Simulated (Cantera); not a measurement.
What does this Cantera script print?

```python
import numpy as np
import cantera as ct

gas_names = """
    AL ALCL ALCL2 ALCL3 ALH ALN AL2 AL2CL6 CL CL2 H HCL H2 N NH NH2 NH3 N2 N2H2 N2H4
""".split()
cond_names = """
    AL(cr) AL(L) ALCL3(s) ALCL3(L) ALN(s) NH4CL(a) NH4CL(b)
""".split()


def load(file, names, dense=False):
    # The tables refer to 1 bar. Condensed volumes are neglected.
    table = {s.name: s for s in ct.Species.list_from_file(file)}
    out = []
    for n in names:
        d = dict(table[n].input_data)
        d["thermo"] = dict(d["thermo"], **{"reference-pressure": 1e5})
        if dense:
            d["equation-of-state"] = {"model": "constant-volume", "density": "1e6 g/cm^3"}
        out.append(ct.Species.from_dict(d))
    return out


gas = ct.Solution(thermo="ideal-gas", species=load("nasa_gas.yaml", gas_names))
cond = {s.name: ct.Solution(thermo="fixed-stoichiometry", species=[s], name=s.name)
        for s in load("nasa_condensed.yaml", cond_names, dense=True)}
atoms = {
    'Al': {'AL': 1},
    'HCl': {'H': 1, 'CL': 1},
    'N2': {'N': 2},
}
top_T = {'ALN(s)': 2750}  # K; cautious upper limits of use, not melting points


def equilibrate(T, P, feed):
    n = {}
    for name, mol in feed.items():
        for a, k in atoms[name].items():
            n[a] = n.get(a, 0.0) + k * mol
    gas.TPX = T, P, n
    mass = sum(n.values()) * gas.mean_molecular_weight
    gas.equilibrate("TP")
    valid = [c for c in cond.values() if c.min_temp <= T <= top_T.get(c.name, c.max_temp)]
    mix = ct.Mixture([(gas, mass / gas.mean_molecular_weight)] + [(c, 0.0) for c in valid])
    mix.T, mix.P = T, P
    mix.equilibrate("TP", solver="vcs", rtol=1e-11, max_steps=5000)
    return mix


results = []
feed = {'Al': 1, 'HCl': 3.9, 'N2': 10}  # mol
P = 10000  # Pa
for T in [623, 673, 723, 773, 823, 873, 923, 973, 1023]:
    mix = equilibrate(T, P, feed)
    results.append((T, P, feed, dict(zip(mix.species_names, mix.species_moles))))
    x = sorted(zip(gas.X, gas.species_names), reverse=True)
    print(f"T = {T:g} K  P = {P:g} Pa  gas = {mix.phase_moles(0):.4g} mol")
    print("   x: " + "  ".join(f"{s} {v:.3e}" for v, s in x if v > 1e-06))
    print("   condensed (mol): " + ("  ".join(f"{mix.phase(i).name} {mix.phase_moles(i):.4g}"
          for i in range(1, mix.n_phases) if mix.phase_moles(i) > 1e-12) or "none"))
```

It prints:

```
T = 623 K  P = 10000 Pa  gas = 13.04 mol
   x: N2 7.667e-01  H2 1.149e-01  HCL 6.900e-02  AL2CL6 2.731e-02  ALCL3 2.205e-02  NH3 9.680e-05
   condensed (mol): none
T = 673 K  P = 10000 Pa  gas = 13.17 mol
   x: N2 7.591e-01  H2 1.138e-01  HCL 6.832e-02  ALCL3 4.160e-02  AL2CL6 1.716e-02  NH3 4.501e-05
   condensed (mol): none
T = 723 K  P = 10000 Pa  gas = 13.3 mol
   x: N2 7.517e-01  H2 1.115e-01  HCL 7.018e-02  ALCL3 5.883e-02  AL2CL6 7.776e-03  NH3 2.267e-05
   condensed (mol): ALN(s) 0.01104
T = 773 K  P = 10000 Pa  gas = 13.36 mol
   x: N2 7.480e-01  H2 1.110e-01  HCL 6.991e-02  ALCL3 6.820e-02  AL2CL6 2.896e-03  NH3 1.266e-05
   condensed (mol): ALN(s) 0.01137
T = 823 K  P = 10000 Pa  gas = 13.39 mol
   x: N2 7.469e-01  H2 1.115e-01  ALCL3 7.222e-02  HCL 6.832e-02  AL2CL6 1.060e-03  NH3 7.675e-06
   condensed (mol): ALN(s) 0.004855
T = 873 K  P = 10000 Pa  gas = 13.39 mol
   x: N2 7.466e-01  H2 1.120e-01  ALCL3 7.383e-02  HCL 6.719e-02  AL2CL6 4.140e-04  NH3 4.911e-06
   condensed (mol): none
T = 923 K  P = 10000 Pa  gas = 13.4 mol
   x: N2 7.464e-01  H2 1.120e-01  ALCL3 7.429e-02  HCL 6.718e-02  AL2CL6 1.753e-04  NH3 3.269e-06
   condensed (mol): none
T = 973 K  P = 10000 Pa  gas = 13.4 mol
   x: N2 7.463e-01  H2 1.119e-01  ALCL3 7.447e-02  HCL 6.717e-02  AL2CL6 8.106e-05  NH3 2.264e-06
   condensed (mol): none
T = 1023 K  P = 10000 Pa  gas = 13.4 mol
   x: N2 7.463e-01  H2 1.119e-01  ALCL3 7.455e-02  HCL 6.717e-02  AL2CL6 4.052e-05  NH3 1.622e-06  ALCL2 1.204e-06
   condensed (mol): none
```

These are equilibrium values from Cantera (NASA tables, ideal gas, pure condensed phases), not measurements of a reactor.
